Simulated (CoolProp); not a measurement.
Properties of chlorine along the isotherm 375.7 K.

The numbers come from the reference Helmholtz-energy equation of state, Thol 2021 in CoolProp.

```tsv
p (MPa)	phase	density (kg/m³)	fugacity coefficient
2.39	gas	64.67	0.8617
4.78	liquid	1106	0.6560
7.16	liquid	1132	0.4596
9.55	liquid	1153	0.3613
11.9	liquid	1170	0.3036
14.3	liquid	1186	0.2646
16.7	liquid	1200	0.2372
19.1	liquid	1213	0.2169
```
